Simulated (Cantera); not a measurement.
Input (Python, Cantera) and output of one run.

```python
import numpy as np
import cantera as ct

gas_names = """
    CL CLO CL2 N NO NO2 NO3 N2 N2O O O2 O3 Si SiCL SiCL2 SiCL3 SiCL4 SiN SiO SiO2 Si2 Si2N Si3
""".split()
cond_names = """
    Si(cr) Si(L) SiO2(Lqz) SiO2(hqz) SiO2(L) Si2N2O(s) Si3N4(a)
""".split()


def load(file, names, dense=False):
    # The tables refer to 1 bar. Condensed volumes are neglected.
    table = {s.name: s for s in ct.Species.list_from_file(file)}
    out = []
    for n in names:
        d = dict(table[n].input_data)
        d["thermo"] = dict(d["thermo"], **{"reference-pressure": 1e5})
        if dense:
            d["equation-of-state"] = {"model": "constant-volume", "density": "1e6 g/cm^3"}
        out.append(ct.Species.from_dict(d))
    return out


gas = ct.Solution(thermo="ideal-gas", species=load("nasa_gas.yaml", gas_names))
cond = {s.name: ct.Solution(thermo="fixed-stoichiometry", species=[s], name=s.name)
        for s in load("nasa_condensed.yaml", cond_names, dense=True)}
atoms = {
    'SiCl4': {'Si': 1, 'CL': 4},
    'N2O': {'N': 2, 'O': 1},
    'N2': {'N': 2},
}
top_T = {'Si2N2O(s)': 2100, 'Si3N4(a)': 2400}  # K; cautious upper limits of use, not melting points


def equilibrate(T, P, feed):
    n = {}
    for name, mol in feed.items():
        for a, k in atoms[name].items():
            n[a] = n.get(a, 0.0) + k * mol
    gas.TPX = T, P, n
    mass = sum(n.values()) * gas.mean_molecular_weight
    gas.equilibrate("TP")
    valid = [c for c in cond.values() if c.min_temp <= T <= top_T.get(c.name, c.max_temp)]
    mix = ct.Mixture([(gas, mass / gas.mean_molecular_weight)] + [(c, 0.0) for c in valid])
    mix.T, mix.P = T, P
    mix.equilibrate("TP", solver="vcs", rtol=1e-11, max_steps=5000)
    return mix


results = []
feed = {'SiCl4': 1, 'N2O': 1.9, 'N2': 71}  # mol
T = 1748.15  # K
for P in [5, 36, 260, 1900, 14000, 100000]:
    mix = equilibrate(T, P, feed)
    results.append((T, P, feed, dict(zip(mix.species_names, mix.species_moles))))
    x = sorted(zip(gas.X, gas.species_names), reverse=True)
    print(f"T = {T:g} K  P = {P:g} Pa  gas = {mix.phase_moles(0):.4g} mol")
    print("   x: " + "  ".join(f"{s} {v:.3e}" for v, s in x if v > 1e-05))
    print("   condensed (mol): " + ("  ".join(f"{mix.phase(i).name} {mix.phase_moles(i):.4g}"
          for i in range(1, mix.n_phases) if mix.phase_moles(i) > 1e-12) or "none"))
```

Output:

```
T = 1748.15 K  P = 5 Pa  gas = 77.2 mol
   x: N2 9.442e-01  CL 5.181e-02  SiO 2.938e-03  O2 5.939e-04  O 2.531e-04  NO 2.018e-04  SiO2 3.457e-05
   condensed (mol): SiO2(L) 0.7705
T = 1748.15 K  P = 36 Pa  gas = 77.01 mol
   x: N2 9.467e-01  CL 5.191e-02  SiO 1.347e-03  NO 2.281e-05  CL2 1.606e-05  O 1.065e-05
   condensed (mol): SiO2(L) 0.8959
T = 1748.15 K  P = 260 Pa  gas = 76.98 mol
   x: N2 9.470e-01  CL 5.165e-02  SiO 1.244e-03  CL2 1.148e-04  SiCL2 1.478e-05
   condensed (mol): SiO2(L) 0.902
T = 1748.15 K  P = 1900 Pa  gas = 76.72 mol
   x: N2 9.502e-01  CL 4.837e-02  CL2 7.356e-04  SiCL4 4.988e-04  SiO 8.801e-05  SiCL3 8.413e-05  SiCL2 2.531e-05
   condensed (mol): SiO2(L) 0.9466
T = 1748.15 K  P = 14000 Pa  gas = 76.44 mol
   x: N2 9.536e-01  CL 4.167e-02  CL2 4.024e-03  SiCL4 6.385e-04  SiCL3 1.696e-05
   condensed (mol): SiO2(L) 0.9498
T = 1748.15 K  P = 100000 Pa  gas = 75.86 mol
   x: N2 9.610e-01  CL 2.661e-02  CL2 1.172e-02  SiCL4 6.643e-04  NO 1.267e-05
   condensed (mol): SiO2(L) 0.9493
```

These are equilibrium values from Cantera (NASA tables, ideal gas, pure condensed phases), not measurements of a reactor. The tables' values for SiCl3, SiO2 are old estimates; treat these amounts as uncertain. The tables hold silica as quartz up to 1696 K and as liquid above; real silica turns to tridymite and cristobalite and melts near 1996 K.
